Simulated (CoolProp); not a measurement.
Saturation properties of R1224YDZ (Tc = 428.7 K, pc = 3.334 MPa, ω = 0.325).

Computed with CoolProp (reference Helmholtz-energy equation of state, Akasaka 2023).

```tsv
T (K)	p (MPa)	liquid density (kg/m³)	vapour density (kg/m³)	enthalpy of vaporisation (kJ/kg)
268.3	0.04429	1439	3.037	178.6
277.8	0.06719	1414	4.490	174.3
287.4	0.09899	1389	6.464	169.7
297	0.1415	1363	9.063	165.1
306.6	0.1971	1336	12.42	160.2
316.2	0.2681	1309	16.68	155.2
325.8	0.3572	1280	22.02	149.9
335.4	0.4670	1249	28.67	144.2
345	0.6005	1218	36.88	138.2
354.6	0.7607	1184	47.01	131.8
364.1	0.9487	1148	59.35	124.8
373.7	1.172	1109	74.80	117.1
383.3	1.433	1066	94.19	108.5
392.9	1.735	1019	119.0	98.61
```

It boils at 288.0 K under 1 atm.
